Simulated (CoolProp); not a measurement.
Properties of 1-butene along the isotherm 525 K.

Values from CoolProp's reference Helmholtz-energy equation of state, Lemmon 2005. It is a short technical equation, of lower accuracy than the large ones.

```json
[
 {"p (MPa)": "0.91", "phase": "gas", "speed of sound (m/s)": "278.7", "fugacity coefficient": "0.9630"},
 {"p (MPa)": "1.82", "phase": "gas", "speed of sound (m/s)": "269.4", "fugacity coefficient": "0.9270"},
 {"p (MPa)": "2.73", "phase": "gas", "speed of sound (m/s)": "260.2", "fugacity coefficient": "0.8920"},
 {"p (MPa)": "3.64", "phase": "gas", "speed of sound (m/s)": "251.2", "fugacity coefficient": "0.8580"},
 {"p (MPa)": "4.55", "phase": "supercritical", "speed of sound (m/s)": "242.9", "fugacity coefficient": "0.8251"},
 {"p (MPa)": "5.46", "phase": "supercritical", "speed of sound (m/s)": "235.8", "fugacity coefficient": "0.7934"},
 {"p (MPa)": "6.37", "phase": "supercritical", "speed of sound (m/s)": "230.4", "fugacity coefficient": "0.7631"},
 {"p (MPa)": "7.28", "phase": "supercritical", "speed of sound (m/s)": "227.3", "fugacity coefficient": "0.7342"},
 {"p (MPa)": "8.19", "phase": "supercritical", "speed of sound (m/s)": "227.3", "fugacity coefficient": "0.7070"},
 {"p (MPa)": "9.1", "phase": "supercritical", "speed of sound (m/s)": "230.6", "fugacity coefficient": "0.6816"},
 {"p (MPa)": "10", "phase": "supercritical", "speed of sound (m/s)": "237.5", "fugacity coefficient": "0.6585"}
]
```
